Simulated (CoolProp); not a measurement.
Properties of octamethyltrisiloxane (MDM) along the isobar 4.73 MPa (Tc = 292.2 °C, pc = 1.438 MPa, ω = 0.528).

Model: reference Helmholtz-energy equation of state, Thol 2017, in CoolProp.

| T (°C) | phase | density (kg/m³) | speed of sound (m/s) | expansivity (1/kK) |
|---|---|---|---|---|
| 78.55 | liquid | 769.7 | 784.7 | 1.286 |
| 100.95 | liquid | 747.3 | 719.2 | 1.352 |
| 123.25 | liquid | 724.5 | 656.5 | 1.429 |
| 145.55 | liquid | 701.1 | 596.3 | 1.522 |
| 167.85 | liquid | 676.9 | 538.7 | 1.633 |
| 190.25 | liquid | 651.6 | 483.5 | 1.771 |
| 212.55 | liquid | 625.2 | 431.2 | 1.943 |
| 234.85 | liquid | 597.3 | 381.6 | 2.159 |
| 257.15 | liquid | 567.6 | 334.8 | 2.436 |
| 279.55 | liquid | 535.4 | 290.9 | 2.795 |
| 301.85 | supercritical | 500.6 | 250.8 | 3.251 |
